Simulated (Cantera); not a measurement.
An isothermal, constant-pressure homogeneous reactor starts with 60.1 % N₂O, 36.6 % O₂, 3.30 % N₂, at 1025 K and 1.60 bar.

Cantera simulation using GRI-Mech 3.0 (53 species, 325 reactions); the numbers are that mechanism's predictions, not measurements. GRI-Mech 3.0 was tuned for natural gas; its chemistry of N2O as a main component is partial and can be far from experiment. The mechanism lacks the step 2 NO + O2 → 2 NO2, which can matter for NO2 below about 1400 K. The temperature is held fixed by assumption; the heat of reaction is taken as removed at once.

Task: Predict: x(N₂O) at 40.0 s; x(O₂) at 40.0 s; x(NO) at 40.0 s; x(N₂) at 40.0 s; x(NO₂) at 40.0 s; x(O) at 40.0 s.

Result: 
| Property | Value |
|---|---|
| x(N₂O) at 40.0 s | 0.286 (gas-phase equilibrium 4.03e-9) |
| x(O₂) at 40.0 s | 0.438 (gas-phase equilibrium 0.513) |
| x(NO) at 40.0 s | 0.00913 (gas-phase equilibrium 5.05e-5) |
| x(N₂) at 40.0 s | 0.266 (gas-phase equilibrium 0.487) |
| x(NO₂) at 40.0 s | 0.000238 (gas-phase equilibrium 4.52e-6) |
| x(O) at 40.0 s | 3.32e-8 (gas-phase equilibrium 1.88e-10) |
